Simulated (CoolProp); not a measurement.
Methane along the isobar 5.99 bar: Z from the reference equation and from simpler models built on Tc = -82.6 °C, pc = 45.99 bar, ω = 0.011; each cubic takes its own stable root.

Values from CoolProp's reference Helmholtz-energy equation of state, Setzmann 1991.

```json
[
 {"T (°C)": "-94.15", "phase": "gas", "reference": "0.9456"},
 {"T (°C)": "-86.85", "phase": "gas", "reference": "0.9519"},
 {"T (°C)": "-79.45", "phase": "gas", "reference": "0.9574"},
 {"T (°C)": "-72.15", "phase": "gas", "reference": "0.9620"},
 {"T (°C)": "-64.75", "phase": "gas", "reference": "0.9660"},
 {"T (°C)": "-57.45", "phase": "gas", "reference": "0.9695"},
 {"T (°C)": "-50.05", "phase": "gas", "reference": "0.9725"},
 {"T (°C)": "-42.75", "phase": "gas", "reference": "0.9752"},
 {"T (°C)": "-35.35", "phase": "gas", "reference": "0.9776"},
 {"T (°C)": "-28.05", "phase": "gas", "reference": "0.9797"},
 {"T (°C)": "-20.65", "phase": "gas", "reference": "0.9816"},
 {"T (°C)": "-13.35", "phase": "gas", "reference": "0.9833"},
 {"T (°C)": "-5.95", "phase": "gas", "reference": "0.9848"},
 {"T (°C)": "1.35", "phase": "gas", "reference": "0.9861"}
]
```

Problem. How far does each simpler model (Redlich-Kwong, Peng-Robinson) lie from the reference over these 14 states: mean and median of the absolute difference, and the worst?

Solution. 
- Redlich-Kwong: mean 0.1 %, median 0.1 %, worst -0.1 % at -79.45 °C and 5.99 bar
- Peng-Robinson: mean 0.5 %, median 0.5 %, worst -0.6 % at -94.15 °C and 5.99 bar
